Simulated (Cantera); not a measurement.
Cantera run, input and output.

```python
import numpy as np
import cantera as ct

gas = ct.Solution("gri30.yaml")
gas.TPX = 1300, 15000, {'N2O': 1, 'H2': 0.0071, 'N2': 3.2}
inlet = ct.Reservoir(gas, clone=True)

reactor = ct.IdealGasConstPressureReactor(gas, energy="off", clone=False)
exhaust = ct.Reservoir(gas, clone=True)
tau = [3.1, 1.6, 0.86, 0.45, 0.24, 0.12, 0.066, 0.034, 0.018, 0.0095, 0.005][0]
for a, b in ((inlet, reactor), (reactor, exhaust)):
    ct.MassFlowController(a, b, mdot=lambda t: reactor.mass / tau)
net = ct.ReactorNet([reactor])
show = ['N2O', 'H2', 'HO2', 'NO', 'O2', 'N2']

rows = []
print(f"{'tau/s':>10s}{'T/K':>9s}" + "".join(f"{s:>11s}" for s in show))
for tau in [3.1, 1.6, 0.86, 0.45, 0.24, 0.12, 0.066, 0.034, 0.018, 0.0095, 0.005]:
    net.initial_time = 0.0
    net.advance(30 * tau)
    before = gas.X
    net.advance(40 * tau)
    drift = np.max(np.abs(gas.X - before) / (gas.X + 1e-9))
    rows.append([gas.T, *gas[show].X, drift])
    print(f"{tau:10.3e}{gas.T:9.1f}" + "".join(f"{x:11.3e}" for x in gas[show].X))
```

Result:

```
     tau/s      T/K        N2O         H2        HO2         NO         O2         N2
 3.100e+00   1300.0  8.547e-02  8.749e-06  2.321e-08  1.793e-02  5.832e-02  8.367e-01
 1.600e+00   1300.0  1.224e-01  1.605e-05  4.096e-08  1.380e-02  4.384e-02  8.182e-01
 8.600e-01   1300.0  1.569e-01  2.810e-05  7.478e-08  9.698e-03  3.048e-02  8.012e-01
 4.500e-01   1300.0  1.865e-01  4.949e-05  1.464e-07  6.082e-03  1.906e-02  7.866e-01
 2.400e-01   1300.0  2.067e-01  8.389e-05  2.839e-07  3.595e-03  1.129e-02  7.767e-01
 1.200e-01   1300.0  2.204e-01  1.465e-04  5.697e-07  1.905e-03  6.026e-03  7.699e-01
 6.600e-02   1300.0  2.273e-01  2.318e-04  9.725e-07  1.072e-03  3.414e-03  7.665e-01
 3.400e-02   1300.0  2.317e-01  3.742e-04  1.578e-06  5.585e-04  1.785e-03  7.642e-01
 1.800e-02   1300.0  2.341e-01  5.670e-04  2.186e-06  2.987e-04  9.449e-04  7.630e-01
 9.500e-03   1300.0  2.355e-01  8.134e-04  2.617e-06  1.612e-04  4.905e-04  7.621e-01
 5.000e-03   1300.0  2.364e-01  1.090e-03  2.722e-06  8.795e-05  2.482e-04  7.615e-01
```

Model: GRI-Mech 3.0 (53 species, 325 reactions), integrated in Cantera. GRI-Mech 3.0 was tuned for natural gas; its chemistry of N2O as a main component is partial and can be far from experiment. The mechanism lacks the step 2 NO + O2 → 2 NO2, which can matter for NO2 below about 1400 K. The temperature is held fixed by assumption; the heat of reaction is taken as removed at once.
